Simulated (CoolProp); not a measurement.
Oxygen at 298.15 K and 16.9 MPa is throttled through a valve to 3.59 MPa with no heat exchange. Each further row changes one setting.

Values from CoolProp's reference Helmholtz-energy equation of state, Schmidt 1985.

```
case                      temperature change (K)  final density (kg/m³)
------------------------  ----------------------  ---------------------
as stated                                      …                   53.4
outlet pressure 1.08 MPa                       …                      …
outlet pressure 4.67 MPa                       …                      …
```

Complete the blanks.


- as stated, temperature change (K): -29.8
- outlet pressure 1.08 MPa, temperature change (K): -37.9
- outlet pressure 1.08 MPa, final density (kg/m³): 16.2
- outlet pressure 4.67 MPa, temperature change (K): -26.6
- outlet pressure 4.67 MPa, final density (kg/m³): 69.1
